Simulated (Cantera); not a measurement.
## Equilibrium for roasting and sulfation: Fe₂O₃ + SO₂ + H₂O

Charge: 1 mol Fe₂O₃, 0.73 mol SO₂, 0.64 mol H₂O, at 4.30 bar.

These are equilibrium values from Cantera (NASA tables, ideal gas, pure condensed phases), not measurements of a reactor. Candidate condensed phases: Fe, FeO, Fe(OH)₂, Fe(OH)₃, FeS, FeSO₄, FeS₂, Fe₂O₃, Fe₂(SO₄)₃, Fe₃O₄, H₂O, H₂SO₄, S; 22 gas species. Mutual solubility and eutectic melting of coexisting phases are not modelled. The numbers say what is thermodynamically allowed, not how fast it happens.

```json
[
 {"T (K)": "900", "log p SO₂": "0.36", "log p H₂O": "0.30", "log p O₂": "<-11", "log p SO₃": "-5.00", "log p OH": "-10.15", "log p H₂": "-5.01", "log p O": "<-11", "log p SO": "-6.93", "n Fe₂O₃(s)": "1.00", "n Fe₃O₄(s)": "0"},
 {"T (K)": "1050", "log p SO₂": "0.36", "log p H₂O": "0.30", "log p O₂": "-9.30", "log p SO₃": "-4.28", "log p OH": "-8.04", "log p H₂": "-4.49", "log p O": "<-11", "log p SO": "-5.95", "n Fe₂O₃(s)": "1.000", "n Fe₃O₄(s)": "0"},
 {"T (K)": "1200", "log p SO₂": "0.36", "log p H₂O": "0.30", "log p O₂": "-6.36", "log p SO₃": "-3.41", "log p OH": "-6.29", "log p H₂": "-4.42", "log p O": "-10.78", "log p SO": "-5.55", "n Fe₂O₃(s)": "1.000", "n Fe₃O₄(s)": "0.000224"},
 {"T (K)": "1350", "log p SO₂": "0.36", "log p H₂O": "0.30", "log p O₂": "-4.08", "log p SO₃": "-2.74", "log p OH": "-4.94", "log p H₂": "-4.35", "log p O": "-8.42", "log p SO": "-5.22", "n Fe₂O₃(s)": "0.998", "n Fe₃O₄(s)": "0.00124"},
 {"T (K)": "1500", "log p SO₂": "0.36", "log p H₂O": "0.30", "log p O₂": "-2.28", "log p SO₃": "-2.21", "log p OH": "-3.85", "log p H₂": "-4.28", "log p O": "-6.53", "log p SO": "-4.96", "n Fe₂O₃(s)": "0.984", "n Fe₃O₄(s)": "0.0107"},
 {"T (K)": "1650", "log p SO₂": "0.34", "log p H₂O": "0.29", "log p O₂": "-0.80", "log p SO₃": "-1.79", "log p OH": "-2.98", "log p H₂": "-4.24", "log p O": "-4.99", "log p SO": "-4.76", "n Fe₂O₃(s)": "0.670", "n Fe₃O₄(s)": "0.220"},
 {"T (K)": "1800", "log p SO₂": "0.31", "log p H₂O": "0.25", "log p O₂": "-0.34", "log p SO₃": "-1.84", "log p OH": "-2.45", "log p H₂": "-3.85", "log p O": "-4.08", "log p SO": "-4.23", "n Fe₂O₃(s)": "0", "n Fe₃O₄(s)": "0.667"}
]
```
log p: log10 of the partial pressure in bar; n: condensed amount in mol.

From 900 K to 1050 K the condensed part is Fe₂O₃(s). From 1200 K to 1650 K the condensed part is Fe₂O₃(s) + Fe₃O₄(s). At 1800 K the condensed part is Fe₃O₄(s).
